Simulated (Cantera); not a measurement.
What does this Cantera script print?

```python
import numpy as np
import cantera as ct

surf = ct.Interface("ptcombust.yaml", "Pt_surf")
gas = surf.adjacent["gas"]
gas.TPX = 773, 200000, {'CO': 0.0068, 'O2': 0.19, 'N2': 0.79, 'H2O': 0.023}
surf.TP = 773, 200000
reactor = ct.FlowReactor(gas, clone=False)
reactor.area = 0.0001  # m2
reactor.surface_area_to_volume_ratio = 270  # 1/m
reactor.mass_flow_rate = 0.096 * reactor.area * gas.density  # inlet velocity 0.096 m/s
reactor.energy_enabled = False
wall = ct.ReactorSurface(surf, reactor, clone=False)
net = ct.ReactorNet([reactor])
net.rtol, net.atol = 1e-8, 1e-16
show, cover = ['CO', 'O2', 'H2O', 'CO2'], ['PT(S)', 'H(S)', 'O(S)', 'OH(S)', 'CO(S)', 'C(S)']

rows = []
print(f"{'z/m':>9s}{'u/(m/s)':>9s}" + "".join(f"{s:>13s}" for s in show + cover))
for z in [0.00033, 0.00071, 0.0015, 0.0033, 0.0071, 0.015, 0.033]:
    net.advance(z)
    rows.append([reactor.speed, *gas[show].X, *surf[cover].coverages])
    print(f"{z:9.4g}{rows[-1][0]:9.3g}" + "".join(f"{x:13.4e}" for x in rows[-1][1:]))
```

Result:

```
      z/m  u/(m/s)           CO           O2          H2O          CO2        PT(S)         H(S)         O(S)        OH(S)        CO(S)         C(S)
  0.00033    0.096   5.9312e-03   1.8783e-01   2.2786e-02   8.0556e-04   2.0056e-02   4.0360e-09   9.7514e-01   3.6979e-03   1.1057e-03   3.9702e-17
  0.00071   0.0959   5.2231e-03   1.8754e-01   2.2794e-02   1.5160e-03   1.8862e-02   3.6788e-09   9.7668e-01   3.5897e-03   8.5993e-04   2.8994e-17
   0.0015   0.0959   4.1539e-03   1.8711e-01   2.2806e-02   2.5889e-03   1.7418e-02   3.2622e-09   9.7854e-01   3.4537e-03   5.8210e-04   1.8089e-17
   0.0033   0.0958   2.6796e-03   1.8650e-01   2.2823e-02   4.0681e-03   1.5895e-02   2.8420e-09   9.8049e-01   3.3037e-03   3.1210e-04   8.8330e-18
   0.0071   0.0957   1.2249e-03   1.8591e-01   2.2840e-02   5.5277e-03   1.4736e-02   2.5359e-09   9.8195e-01   3.1845e-03   1.2245e-04   3.2079e-18
    0.015   0.0957   2.8747e-04   1.8553e-01   2.2850e-02   6.4683e-03   1.4115e-02   2.3769e-09   9.8274e-01   3.1187e-03   2.6344e-05   6.6056e-19
    0.033   0.0957   1.2378e-05   1.8542e-01   2.2854e-02   6.7443e-03   1.3947e-02   2.3346e-09   9.8295e-01   3.1006e-03   1.1074e-06   2.7431e-20
```

Cantera simulation using Deutschmann's 1995 Pt surface mechanism with GRI-Mech 3.0 gas chemistry; the numbers are that mechanism's predictions, not measurements. Catalytic surfaces can have several steady states; this one follows from the mechanism file's or the stated starting coverage. Mass transfer to the wall is taken as infinitely fast.
